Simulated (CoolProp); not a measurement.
Saturation properties of R1224YDZ.

The numbers come from the reference Helmholtz-energy equation of state, Akasaka 2023 in CoolProp.

```json
[
 {"T (K)": "235.3", "p (MPa)": "0.007519", "liquid density (kg/m³)": "1521", "vapour density (kg/m³)": "0.5763", "enthalpy of vaporisation (kJ/kg)": "193.5", "liquid cp (kJ/(kg K))": "1.048"},
 {"T (K)": "250.1", "p (MPa)": "0.01788", "liquid density (kg/m³)": "1484", "vapour density (kg/m³)": "1.298", "enthalpy of vaporisation (kJ/kg)": "186.9", "liquid cp (kJ/(kg K))": "1.067"},
 {"T (K)": "264.9", "p (MPa)": "0.03782", "liquid density (kg/m³)": "1447", "vapour density (kg/m³)": "2.619", "enthalpy of vaporisation (kJ/kg)": "180.2", "liquid cp (kJ/(kg K))": "1.089"},
 {"T (K)": "279.7", "p (MPa)": "0.07273", "liquid density (kg/m³)": "1409", "vapour density (kg/m³)": "4.837", "enthalpy of vaporisation (kJ/kg)": "173.4", "liquid cp (kJ/(kg K))": "1.114"},
 {"T (K)": "294.4", "p (MPa)": "0.1288", "liquid density (kg/m³)": "1370", "vapour density (kg/m³)": "8.290", "enthalpy of vaporisation (kJ/kg)": "166.3", "liquid cp (kJ/(kg K))": "1.142"},
 {"T (K)": "309.2", "p (MPa)": "0.2147", "liquid density (kg/m³)": "1329", "vapour density (kg/m³)": "13.47", "enthalpy of vaporisation (kJ/kg)": "158.9", "liquid cp (kJ/(kg K))": "1.173"},
 {"T (K)": "324", "p (MPa)": "0.3390", "liquid density (kg/m³)": "1285", "vapour density (kg/m³)": "20.93", "enthalpy of vaporisation (kJ/kg)": "150.9", "liquid cp (kJ/(kg K))": "1.209"},
 {"T (K)": "338.8", "p (MPa)": "0.5114", "liquid density (kg/m³)": "1238", "vapour density (kg/m³)": "31.39", "enthalpy of vaporisation (kJ/kg)": "142.2", "liquid cp (kJ/(kg K))": "1.250"},
 {"T (K)": "353.6", "p (MPa)": "0.7427", "liquid density (kg/m³)": "1187", "vapour density (kg/m³)": "45.85", "enthalpy of vaporisation (kJ/kg)": "132.5", "liquid cp (kJ/(kg K))": "1.299"},
 {"T (K)": "368.4", "p (MPa)": "1.044", "liquid density (kg/m³)": "1131", "vapour density (kg/m³)": "65.85", "enthalpy of vaporisation (kJ/kg)": "121.5", "liquid cp (kJ/(kg K))": "1.361"},
 {"T (K)": "383.1", "p (MPa)": "1.427", "liquid density (kg/m³)": "1067", "vapour density (kg/m³)": "93.73", "enthalpy of vaporisation (kJ/kg)": "108.7", "liquid cp (kJ/(kg K))": "1.445"}
]
```

It boils at 288.0 K under 1 atm.
